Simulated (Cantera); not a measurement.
An isothermal plug-flow reactor at 925 K and 500000 Pa (inlet), inlet velocity 4.9 m/s, active area per volume 190 1/m; feed H₂ : O₂ : N₂ = 0.0027 : 0.2 : 0.79 (molar parts), equivalence ratio 0.0067.

Detailed kinetics in Cantera: Deutschmann's 1995 Pt surface mechanism with GRI-Mech 3.0 gas chemistry. Catalytic surfaces can have several steady states; this one follows from the mechanism file's or the stated starting coverage. Mass transfer to the wall is taken as infinitely fast.

x: gas mole fraction; θ: surface coverage.

```tsv
z (m)	x H₂	x O₂	x H₂O	θ free Pt	θ O*	θ OH*
0.00012	0.00269	0.201	3.11e-5	0.0673	0.932	0.00120
0.0002	0.00267	0.201	5.16e-5	0.0672	0.932	0.00120
0.00033	0.00264	0.201	8.45e-5	0.0670	0.932	0.00121
0.00055	0.00258	0.201	0.000139	0.0667	0.932	0.00122
0.00092	0.00249	0.201	0.000228	0.0663	0.932	0.00124
0.0015	0.00236	0.201	0.000360	0.0656	0.933	0.00126
0.0026	?	0.201	0.000588	0.0645	0.934	0.00130
0.0043	?	0.201	0.000893	0.0630	0.936	0.00135
0.0071	?	0.201	0.00129	0.0611	0.937	0.00141
0.012	?	0.201	0.00178	0.0589	0.940	0.00148
```

Q: Fill in the missing entries.

A: 
- 0.0026, x H₂: 0.00213
- 0.0043, x H₂: 0.00183
- 0.0071, x H₂: 0.00143
- 0.012, x H₂: 0.000941
